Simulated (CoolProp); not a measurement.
Properties of neopentane along the isotherm 276.85 °C (Tc = 160.6 °C, pc = 3.196 MPa, ω = 0.196).

Model: reference Helmholtz-energy equation of state, Lemmon 2006, in CoolProp. It is a short technical equation, of lower accuracy than the large ones.

```csv
p (MPa),phase,density (kg/m³),cv (kJ/(kg K)),isothermal compressibility (1/MPa),fugacity coefficient
0.369,gas,5.927,2.674,2.759,0.9824
0.738,gas,12.08,2.677,1.406,0.9650
1.11,gas,18.52,2.681,0.9533,0.9477
1.48,gas,?,2.685,0.7296,0.9307
1.84,gas,31.92,2.689,0.5988,0.9143
2.21,gas,39.15,2.693,0.5093,0.8978
2.58,gas,?,2.697,0.4458,0.8815
2.95,gas,54.55,2.702,0.3984,0.8654
3.32,supercritical,?,2.706,0.3617,0.8496
3.69,supercritical,71.36,2.710,0.3323,?
4.06,supercritical,80.32,2.715,0.3080,0.8188
4.43,supercritical,89.67,2.719,0.2875,?
4.79,supercritical,99.13,2.723,0.2701,0.7896
```

Task: Some entries are withheld; supply them.

Result: 
- 1.48, density (kg/m³): 25.18
- 2.58, density (kg/m³): 46.68
- 3.32, density (kg/m³): 62.77
- 3.69, fugacity coefficient: 0.8341
- 4.43, fugacity coefficient: 0.8039
